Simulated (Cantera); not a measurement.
An isothermal plug-flow reactor at 850 K and 2.47 atm (inlet), inlet velocity 0.82 m/s, active area per volume 2400 1/m; feed 0.500 % CH4, 8.97 % O2, 89.7 % N2, 0.795 % H2O, equivalence ratio 0.11.

Cantera simulation using Deutschmann's 1995 Pt surface mechanism with GRI-Mech 3.0 gas chemistry; the numbers are that mechanism's predictions, not measurements. Catalytic surfaces can have several steady states; this one follows from the mechanism file's or the stated starting coverage. Mass transfer to the wall is taken as infinitely fast.

x: gas mole fraction; θ: surface coverage.

```json
[
 {"z (m)": "0.00035", "x CH4": "0.00499", "x O2": "0.0897", "x H2O": "0.00798", "x CO2": "1.17e-5", "x CO": "___", "θ free Pt": "0.0473", "θ O*": "0.950", "θ OH*": "0.00249"},
 {"z (m)": "0.00059", "x CH4": "0.00498", "x O2": "0.0897", "x H2O": "0.00799", "x CO2": "1.99e-5", "x CO": "___", "θ free Pt": "0.0473", "θ O*": "0.950", "θ OH*": "0.00249"},
 {"z (m)": "0.00098", "x CH4": "0.00496", "x O2": "0.0897", "x H2O": "0.00802", "x CO2": "3.32e-5", "x CO": "___", "θ free Pt": "0.0473", "θ O*": "0.950", "θ OH*": "0.00249"},
 {"z (m)": "0.0016", "x CH4": "0.00494", "x O2": "0.0896", "x H2O": "0.00806", "x CO2": "5.45e-5", "x CO": "8.54e-7", "θ free Pt": "0.0473", "θ O*": "0.950", "θ OH*": "0.00250"},
 {"z (m)": "0.0027", "x CH4": "0.00490", "x O2": "0.0895", "x H2O": "0.00814", "x CO2": "9.23e-5", "x CO": "8.74e-7", "θ free Pt": "0.0473", "θ O*": "0.950", "θ OH*": "0.00251"},
 {"z (m)": "0.0045", "x CH4": "0.00484", "x O2": "0.0894", "x H2O": "0.00826", "x CO2": "0.000153", "x CO": "8.66e-7", "θ free Pt": "0.0473", "θ O*": "0.950", "θ OH*": "0.00253"},
 {"z (m)": "0.0076", "x CH4": "0.00474", "x O2": "0.0892", "x H2O": "0.00847", "x CO2": "0.000257", "x CO": "8.48e-7", "θ free Pt": "0.0473", "θ O*": "0.950", "θ OH*": "0.00256"},
 {"z (m)": "0.013", "x CH4": "0.00456", "x O2": "0.0889", "x H2O": "0.00882", "x CO2": "0.000433", "x CO": "8.17e-7", "θ free Pt": "0.0474", "θ O*": "0.950", "θ OH*": "0.00262"},
 {"z (m)": "0.021", "x CH4": "0.00431", "x O2": "0.0884", "x H2O": "0.00932", "x CO2": "0.000682", "x CO": "7.72e-7", "θ free Pt": "0.0475", "θ O*": "0.950", "θ OH*": "0.00269"},
 {"z (m)": "0.035", "x CH4": "0.00391", "x O2": "0.0876", "x H2O": "0.0101", "x CO2": "0.00109", "x CO": "___", "θ free Pt": "0.0476", "θ O*": "0.950", "θ OH*": "0.00281"}
]
```

### Question
What belongs in the gaps?

### Answer

- 0.00035, x CO: 4.68e-7
- 0.00059, x CO: 6.36e-7
- 0.00098, x CO: 7.77e-7
- 0.035, x CO: 7.00e-7
